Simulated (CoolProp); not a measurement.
Values from CoolProp's reference Helmholtz-energy equation of state, Span 1996.

For carbon dioxide, give the phase and the cv (kJ/(kg K)), Joule-Thomson coefficient (K/MPa) at -51.55 °C and 16400 kPa.


- -51.55 °C and 16400 kPa: liquid; cv 0.984, Joule-Thomson coefficient -0.180
